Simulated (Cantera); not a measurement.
Input: 1 mol SiCl4, 3.4 mol HCl, a varied amount of H2, held at 0.00200 bar.

Equilibrium computed with Cantera from the NASA thermochemical tables; the gas is ideal and each condensed phase is pure. Candidate condensed phases: Si; 19 gas species. The tables' values for SiCl3 are old estimates. Kinetics and transport are ignored.

Q: What condenses at these points (T in K, n(H2) in mol): (1423, 9.6); (1723, 7.2); (1623, 7.2); (923, 57); (1723, 140)?

A: 
```
T (K)  n(H2) in mol  condensed phases  Si condensed (%)
-----  ------------  ----------------  ----------------
1423            9.6          gas only               0.0
1723            7.2          gas only               0.0
1623            7.2          gas only               0.0
923              57          gas only               0.0
1723            140                Si               8.3
```
